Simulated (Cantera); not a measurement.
Input: 1 mol Si, a varied amount of HCl, 4 mol H₂, held at 1023.15 K and 4.90 bar.

Method: chemical equilibrium by Gibbs-energy minimisation in Cantera with the NASA 1993 tables (ideal gas, pure condensed phases). Candidate condensed phases: Si; 19 gas species. Kinetics and transport are ignored.

Q: What share of the Si ends up in condensed phases as a function of n(HCl) (mol), at 0.5, 0.7, 0.97, 1.4, 1.9, 2.6, 3.6, 5.1?

A: 
| n(HCl) (mol) | Si condensed (%) | as |
|---|---|---|
| 0.5 | 85.5 | Si(s) |
| 0.7 | 79.8 | Si(s) |
| 0.97 | 72.0 | Si(s) |
| 1.4 | 59.8 | Si(s) |
| 1.9 | 45.7 | Si(s) |
| 2.6 | 26.1 | Si(s) |
| 3.6 | 0.0 | - |
| 5.1 | 0.0 | - |
